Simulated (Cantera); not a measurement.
Input (Python, Cantera) and output of one run.

```python
import numpy as np
import cantera as ct

gas_names = """
    CL CL2 H HCL H2 N NH NH2 NH3 N2 N2H2 N2H4 Si SiCL SiCL2 SiCL3 SiCL4 SiH SiHCL3 SiH2 SiH2CL2 SiH3
    SiH3CL SiH4 SiN Si2 Si2N Si3
""".split()
cond_names = """
    NH4CL(a) NH4CL(b) Si(cr) Si(L) Si3N4(a)
""".split()


# ... load() reads the species with a 1 bar reference pressure and builds the phases ...
atoms = {
    'SiCl4': {'Si': 1, 'CL': 4},
    'NH3': {'N': 1, 'H': 3},
}
top_T = {'Si3N4(a)': 2400}  # K; cautious upper limits of use, not melting points


# ... equilibrate(T, P, feed) seeds the gas with the atoms and calls Mixture.equilibrate('TP', solver="vcs", rtol=1e-11, max_steps=5000) ...
results = []
feed = {'SiCl4': 1, 'NH3': 2.4}  # mol
P = 65  # Pa
for T in [900, 950, 1000, 1050, 1100, 1150, 1200]:
    mix = equilibrate(T, P, feed)
    results.append((T, P, feed, dict(zip(mix.species_names, mix.species_moles))))

top = {s: max(r[3][s] / sum(r[3][g] for g in gas_names) for r in results) for s in gas_names}
cols = sorted((s for s in top if top[s] > 1e-06), key=lambda s: -top[s])[:7]
seen = [c for c in cond_names if any(r[3].get(c, 0) > 1e-12 for r in results)]
print("log10 of partial pressures in bar; condensed amounts in mol")
print(f"{'T/K':>10s}" + "".join(f"{s[:9]:>10s}" for s in cols + seen))
for T, P, feed, n in results:
    ng = sum(n[g] for g in gas_names)
    print(f"{T:10.4g}" + "".join(f"{np.log10(max(n[s] / ng * P / 1e5, 1e-99)):10.3f}" for s in cols)
          + "".join(f"{n.get(c, 0):10.4g}" for c in seen))
```

Output:

```
log10 of partial pressures in bar; condensed amounts in mol
       T/K       HCL        H2        N2     SiCL4     SiCL2     SiCL3    SiHCL3  Si3N4(a)
       900    -3.529    -3.619    -4.096    -4.471    -9.210    -7.680    -7.109    0.2286
       950    -3.516    -3.628    -4.105    -4.503    -8.359    -7.192    -6.953    0.2355
      1000    -3.506    -3.636    -4.113    -4.532    -7.595    -6.756    -6.814    0.2413
      1050    -3.497    -3.643    -4.119    -4.563    -6.907    -6.364    -6.692     0.246
      1100    -3.491    -3.649    -4.123    -4.596    -6.287    -6.013    -6.585    0.2491
      1150    -3.487    -3.653    -4.124    -4.639    -5.729    -5.703    -6.497    0.2488
      1200    -3.490    -3.656    -4.118    -4.709    -5.236    -5.444    -6.440    0.2414
```

Method: chemical equilibrium by Gibbs-energy minimisation in Cantera with the NASA 1993 tables (ideal gas, pure condensed phases). The tables' values for SiCl3 are old estimates; treat these amounts as uncertain.
